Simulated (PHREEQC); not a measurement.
Make-up at 55 °C: 4 mmol/kgw CuSO4, 55 mmol/kgw HNO3 and 0.84 mmol/kgw Na2SO4. Closed to the air; pH follows from the charge balance.

Model: ion-association model, wateq4f.dat, run in PHREEQC.

Precipitation was switched off in this run.

### Question
What pH does the model give?

### Answer
pH 1.37.

### Question
In which forms is S present?

### Answer
HSO4- 79 %, SO4-2 18 %, CuSO4 3.0 % of the S.

Species that the database lacks are ignored. Constants without temperature data keep their 25 °C values here.
